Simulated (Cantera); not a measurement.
A closed system holds: 1 mol MgO, 1.2 mol NF3, 54 mol N2, at 15.0 Torr.

Method: chemical equilibrium by Gibbs-energy minimisation in Cantera with the NASA 1993 tables (ideal gas, pure condensed phases). Candidate condensed phases: Mg, MgF2, MgO; 24 gas species. Equilibrium is a limit: real reactors are often held back by kinetics, nucleation or transport.

### Question
Which condensed phases are stable at each of these points (T (K)): 1325, 1375, 1425, 1475, 1525, 1575, 1625, 1675, 1725, 1775, 1825, 1875?

### Answer
```csv
T (K),condensed phases,Mg condensed (%)
1325,MgF2(s),99.7
1375,MgF2(s),99.0
1425,MgF2(s),96.7
1475,MgF2(s),90.5
1525,MgF2(s),74.4
1575,MgF2(l),42.1
1625,gas only,0.0
1675,gas only,0.0
1725,gas only,0.0
1775,gas only,0.0
1825,gas only,0.0
1875,gas only,0.0
```

From 1325 K to 1525 K the condensed part is MgF2(s). At 1575 K the condensed part is MgF2(l). From 1625 K to 1875 K nothing is condensed.
